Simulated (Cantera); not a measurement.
Gas mixture: 41.6 % C2H6, 48.6 % C2H4, 9.83 % CH4, at 10.00 Torr, frozen composition.

Cantera's kinetic-theory transport with the Lennard-Jones parameters of GRI-Mech 3.0, ideal gas; thermal conductivity in the multicomponent form. The composition is frozen, though it would react at the higher temperatures.

One state of this run: ρ (kg/m³) = 0.00342; cp (J/kg/K) = 4215; μ (µPa s) = 32.8; λ (mW/m/K) = 185; Pr = 0.746; D (cm²/s) H = 898; D (cm²/s) N2 = 156; D (cm²/s) C2H2 = 131. D: mixture-averaged diffusion coefficient of that species in the mixture.

Task: Which value of T (K) does it belong to?
A. 400
B. 550
C. 1300
D. 1150

Result: C, 1300
